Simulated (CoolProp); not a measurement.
Properties of CHF3 (R23) along the isobar 2.56 MPa (Tc = 299.3 K, pc = 4.832 MPa, ω = 0.263).

Computed with CoolProp (reference Helmholtz-energy equation of state, Penoncello 2003).

| T (K) | phase | cp (kJ/(kg K)) | cv (kJ/(kg K)) | speed of sound (m/s) | Joule-Thomson coefficient (K/MPa) | viscosity (µPa s) | Prandtl number |
|---|---|---|---|---|---|---|---|
| 142.6 | liquid | 1.193 | 0.7291 | 1104 | -0.3628 | 878 | 5.22 |
| 163.7 | liquid | 1.201 | 0.7181 | 984.2 | -0.3386 | 519 | 3.76 |
| 184.9 | liquid | 1.221 | 0.7146 | 870.3 | -0.2999 | 346 | 2.98 |
| 206 | liquid | 1.259 | 0.7173 | 758.5 | -0.2373 | 249 | 2.52 |
| 227.1 | liquid | 1.324 | 0.7264 | 644.0 | -0.1317 | 185 | 2.24 |
| 248.3 | liquid | 1.443 | 0.7432 | 520.9 | 0.06595 | 139 | 2.08 |
| 269.4 | liquid | 1.732 | 0.7745 | 377.7 | 0.5465 | 99.8 | 2.11 |
| 290.5 | gas | 1.188 | 0.7364 | 168.9 | 14.50 | 15.5 | 1.05 |
| 311.6 | gas | 1.009 | 0.7064 | 184.4 | 11.53 | 16.3 | 0.905 |
| 332.8 | gas | 0.9520 | 0.7095 | 196.4 | 9.396 | 17.1 | 0.860 |
| 353.9 | gas | 0.9350 | 0.7246 | 206.5 | 7.819 | 18.0 | 0.847 |
| 375 | gas | 0.9352 | 0.7449 | 215.5 | 6.606 | 18.8 | 0.847 |
| 396.1 | gas | 0.9440 | 0.7673 | 223.6 | 5.651 | 19.7 | 0.854 |
| 417.3 | gas | 0.9575 | 0.7907 | 231.1 | 4.879 | 20.6 | 0.864 |
| 438.4 | gas | 0.9734 | 0.8141 | 238.2 | 4.250 | 21.4 | 0.875 |

Viscosity comes from a separate model (Shan 2000). Thermal conductivity comes from a separate model (Shan 2000).
